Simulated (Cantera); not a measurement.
Input: 1 mol HMDSO, 0.14 mol CO2, 1.1 mol H2, 18 mol NO, held at 1.00 bar.

Method: chemical equilibrium by Gibbs-energy minimisation in Cantera with the NASA 1993 tables (ideal gas, pure condensed phases). Candidate condensed phases: C, C6H6, C7H8, C8H18, H2O, Si, SiC, SiO2, Si2N2O, Si3N4; 151 gas species. The feed counts by its element totals alone. The tables hold silica as quartz up to 1696 K and as liquid above; real silica turns to tridymite and cristobalite and melts near 1996 K. Gases not in the tables: Si(OH)4. The numbers say what is thermodynamically allowed, not how fast it happens.

Problem. At 1327 °C, list the 5 most abundant gas species with their mole fractions, and the condensed phases.

Solution. N2 0.357, H2O 0.266, CO 0.147, H2 0.134, CO2 0.0965. Condensed: SiO2(β-quartz).
